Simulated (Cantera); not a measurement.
## Equilibrium for nitride etching: BN + H2O + H2

Feed: 1 mol BN, 0.36 mol H2O, 6.4 mol H2, held at 0.140 bar.

Cantera equilibrium calculation (NASA polynomials, part measured and part estimated; ideal gas, pure solids and liquids). Candidate condensed phases: B, BN, B2O3, B3O3H3, H2O; 39 gas species. Mutual solubility and eutectic melting of coexisting phases are not modelled. The tables' values for BH2 are old estimates; treat these amounts as uncertain. Gases not in the tables: H3BO3. Rates play no part.

```csv
T (K),log p H2,log p HBO,log p N2,log p HBO2,log p B2O3,log p B2O2,log p H,n BN(s),n B2O3(l)
1323,-0.86,-5.16,-2.62,-4.30,-6.46,-8.34,-6.23,0.766,0.116
1373,-0.86,-4.74,-2.62,-4.06,-5.90,-7.58,-5.91,0.766,0.114
1423,-0.86,-4.36,-2.62,-3.84,-5.39,-6.88,-5.61,0.766,0.112
1473,-0.86,-4.00,-2.63,-3.64,-4.91,-6.23,-5.33,0.767,0.108
1523,-0.86,-3.67,-2.63,-3.45,-4.46,-5.63,-5.07,0.767,0.101
1573,-0.87,-3.36,-2.62,-3.28,-4.05,-5.06,-4.82,0.766,0.0885
1623,-0.87,-3.07,-2.62,-3.12,-3.66,-4.53,-4.59,0.762,0.0664
1673,-0.87,-2.80,-2.61,-2.96,-3.29,-4.04,-4.38,0.753,0.0266
1723,-0.88,-2.62,-2.58,-2.96,-3.16,-3.72,-4.18,0.735,0
1773,-0.88,-2.52,-2.55,-3.08,-3.23,-3.55,-3.99,0.715,0
1823,-0.88,-2.43,-2.52,-3.23,-3.35,-3.42,-3.80,0.696,0
1873,-0.88,-2.37,-2.50,-3.40,-3.50,-3.33,-3.63,0.678,0
1923,-0.88,-2.33,-2.48,-3.60,-3.70,-3.28,-3.47,0.664,0
```
log p: log10 of the partial pressure in bar; n: condensed amount in mol.

From 1323 K to 1673 K the condensed part is BN(s) + B2O3(l). From 1723 K to 1923 K the condensed part is BN(s). The share of B in condensed phases is highest at 1323 K (99.7 %) and lowest at 1923 K (66.4 %).
